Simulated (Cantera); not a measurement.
# BF3 + N2 (boron, boron nitride and boron oxide)

A closed system holds: 1 mol BF3, 0.64 mol N2, held at 1802 °C and 1000 Pa.

These are equilibrium values from Cantera (NASA tables, ideal gas, pure condensed phases), not measurements of a reactor. Candidate condensed phases: B, BN; 13 gas species. The tables' values for BF2 are old estimates; treat these amounts as uncertain. Equilibrium is a limit: real reactors are often held back by kinetics, nucleation or transport.

```
Property                             Value
-------------------------------  ---------
x(BF3)                               0.608
x(N2)                                0.390
x(F)                               0.00132
x(BF2)                             0.00132
x(BF)                              1.70e-6
gas amount                       1.642 mol
log10 activity of B(s) (absent)      -9.16
```
